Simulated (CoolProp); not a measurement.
Values from CoolProp's reference Helmholtz-energy equation of state, Pan 2012.

### Question
Give the vapour pressure (MPa), liquid density (kg/m³), enthalpy of vaporisation (kJ/kg), surface tension (mN/m) of saturated R236FA at 49.95, 55.85, 97.15 °C.

### Answer
```
T (°C)  p (MPa)  liquid density (kg/m³)  enthalpy of vaporisation (kJ/kg)  surface tension (mN/m)
------  -------  ----------------------  --------------------------------  ----------------------
49.95     0.582                    1270                               130                    6.70
55.85     0.684                    1250                               126                    6.05
97.15      1.82                    1040                              87.3                    1.94
```

Surface tension comes from a separate correlation (Mulero 2012).
